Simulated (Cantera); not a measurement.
Input: 1 mol trisilylamine, 14 mol NH₃, 5.4 mol N₂, at 8.40 Pa.

These are equilibrium values from Cantera (NASA tables, ideal gas, pure condensed phases), not measurements of a reactor. Candidate condensed phases: Si, Si₃N₄; 18 gas species. The feed counts by its element totals alone. The tables' values for SiN are old estimates; treat these amounts as uncertain. Rates play no part.

At 1375 °C, list the 5 most abundant gas species with their mole fractions, and the condensed phases.

H₂ 0.655, N₂ 0.334, H 0.00787, Si 0.00307, SiH 4.19e-5. Condensed: Si(s).
